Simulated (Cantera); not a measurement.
A perfectly stirred reactor is fed with H2 : O2 : N2 = 1 : 0.685 : 8.22 (molar parts), equivalence ratio 0.73, at 8.59 atm; it is adiabatic with a 650 K inlet, and is followed from long to short residence time, starting on the burning branch (τ in s: 0.19, 0.081, 0.034, 0.014, 0.0061, 0.0026, 0.0011, 0.00047, 0.0002, 8.4e-05, 3.6e-05, 1.5e-05, 6.4e-06).

Computed with Cantera and the H2/O2 subset of GRI-Mech 3.0, which has no nitrogen chemistry. The hydrogen kinetics of GRI-Mech 3.0 are dated; newer H2 mechanisms differ, most at raised pressure.

Problem. What does this change do: pressure from 8.59 atm to 1.68 atm?

Solution. 
| quantity | before | after |
|---|---|---|
| blow-out, bracketed by the residence times tried | burning at 0.200 ms, out at 84.0 µs | burning at 84.0 µs, out at 36.0 µs |
| x(H2) at τ = 0.190 s | 6.73e-5 | 0.000125 |
| x(O2) at τ = 0.190 s | 0.0197 | 0.0197 |
| x(HO2) at τ = 0.190 s | 2.80e-6 | 2.44e-6 |
| x(OH) at τ = 0.190 s | 4.51e-5 | 0.000230 |
| x(H2O2) at τ = 0.190 s | 9.08e-8 | 1.94e-7 |
| x(H2) at τ = 1.10 ms | 0.00265 | 0.00340 |
| x(O2) at τ = 1.10 ms | 0.0209 | 0.0210 |
| x(HO2) at τ = 1.10 ms | 5.48e-5 | 1.79e-5 |
| x(OH) at τ = 1.10 ms | 0.000169 | 0.00109 |
| x(H2O2) at τ = 1.10 ms | 2.10e-6 | 1.80e-6 |
